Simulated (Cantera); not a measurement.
Input: 1 mol c-C4F8, 0.028 mol F2, 12 mol H2, at 28.0 mbar.

These are equilibrium values from Cantera (NASA tables, ideal gas, pure condensed phases), not measurements of a reactor. Candidate condensed phases: C, C6H6, C7H8, C8H18; 95 gas species. The feed counts by its element totals alone. Equilibrium is a limit: real reactors are often held back by kinetics, nucleation or transport. All values below are at 2848 K.

Base state: HF 0.423, H 0.296, H2 0.263, C2H2 (acetylene) 0.0103, F 0.00221, C3 0.00201, C2H 0.00158, C 0.000394 (mole fractions); condensed: C(graphite).

Task: What changes in the equilibrium state with this change: pressure from 28.0 mbar to 0.133 bar?

Result: 
```json
[
 {"species": "HF", "before": "0.423", "after": "0.461"},
 {"species": "H2", "before": "0.263", "after": "0.363"},
 {"species": "H", "before": "0.296", "after": "0.159"},
 {"species": "C2H2 (acetylene)", "before": "0.0103", "after": "0.0142"},
 {"species": "C3", "before": "0.00201", "after": "0.000423"},
 {"species": "C5", "before": "2.27e-5", "after": "4.77e-6"},
 {"species": "C", "before": "0.000394", "after": "8.28e-5"},
 {"species": "C2", "before": "0.000199", "after": "4.17e-5"},
 {"species": "CH3", "before": "3.33e-6", "after": "1.18e-5"},
 {"species": "C(graphite), mol", "before": "3.40", "after": "3.43"}
]
```
